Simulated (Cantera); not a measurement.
A closed system holds: 1 mol Si, 5.5 mol NF₃, 42 mol N₂, 5 mol HCl, equilibrated at 950 °C and 10.0 mbar.

These are equilibrium values from Cantera (NASA tables, ideal gas, pure condensed phases), not measurements of a reactor. Candidate condensed phases: NH₄Cl, Si, Si₃N₄; 49 gas species. The numbers say what is thermodynamically allowed, not how fast it happens.

Base state: N₂ 0.765, HF 0.0855, ClF 0.0799, F 0.0482, SiF₄ 0.0171, Cl 0.00239, Cl₂ 0.00159, F₂ 6.42e-5 (mole fractions); condensed: gas only.

Q: What changes in the equilibrium state with this change: pressure from 10.0 mbar to 0.410 bar?

A: 
| species | before | after |
|---|---|---|
| N₂ | 0.765 | 0.770 |
| HF | 0.0855 | 0.0860 |
| ClF | 0.0799 | 0.0858 |
| F | 0.0482 | 0.0396 |
| SiF₄ | 0.0171 | 0.0172 |
| Cl | 0.00239 | 7.59e-5 |
| F₂ | 6.42e-5 | 0.00178 |
| Cl₂ | 0.00159 | 6.60e-5 |
